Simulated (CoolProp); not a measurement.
Vapour pressure (MPa) of sulfur dioxide: the reference equation beside estimates from Tc = 430.6 K, pc = 7.887 MPa, ω = 0.256. Clausius-Clapeyron is anchored at 267.8 K with a constant enthalpy of vaporisation of 24.69 kJ/mol.

The numbers come from the reference Helmholtz-energy equation of state, Gao 2016 in CoolProp.

```json
[
 {"T (K)": "236.4", "reference": "0.02612", "Lee-Kesler": "0.02531", "Clausius-Clapeyron": "0.02849", "van der Waals": "0.4020"},
 {"T (K)": "252.1", "reference": "0.06032", "Lee-Kesler": "0.05901", "Clausius-Clapeyron": "0.06229", "van der Waals": "0.5935"},
 {"T (K)": "267.8", "reference": "0.1243", "Lee-Kesler": "0.1226", "Clausius-Clapeyron": "0.1243", "van der Waals": "0.8398"},
 {"T (K)": "283.5", "reference": "0.2333", "Lee-Kesler": "0.2320", "Clausius-Clapeyron": "0.2296", "van der Waals": "1.147"},
 {"T (K)": "299.1", "reference": "0.4048", "Lee-Kesler": "0.4045", "Clausius-Clapeyron": "0.3966", "van der Waals": "1.519"},
 {"T (K)": "314.8", "reference": "0.6620", "Lee-Kesler": "0.6637", "Clausius-Clapeyron": "0.6506", "van der Waals": "1.965"},
 {"T (K)": "330.5", "reference": "1.028", "Lee-Kesler": "1.032", "Clausius-Clapeyron": "1.018", "van der Waals": "2.488"},
 {"T (K)": "346.1", "reference": "1.524", "Lee-Kesler": "1.530", "Clausius-Clapeyron": "1.527", "van der Waals": "3.088"},
 {"T (K)": "361.8", "reference": "2.185", "Lee-Kesler": "2.190", "Clausius-Clapeyron": "2.216", "van der Waals": "3.777"},
 {"T (K)": "377.5", "reference": "3.038", "Lee-Kesler": "3.041", "Clausius-Clapeyron": "3.117", "van der Waals": "4.555"},
 {"T (K)": "393.2", "reference": "4.116", "Lee-Kesler": "4.116", "Clausius-Clapeyron": "4.267", "van der Waals": "5.425"},
 {"T (K)": "408.8", "reference": "5.451", "Lee-Kesler": "5.453", "Clausius-Clapeyron": "5.693", "van der Waals": "6.383"}
]
```

Absolute difference from the reference over all 12 rows, mean and median: Lee-Kesler 0.7 and 0.3 %, Clausius-Clapeyron 2.6 and 1.9 %, van der Waals 348.2 and 169.4 %.
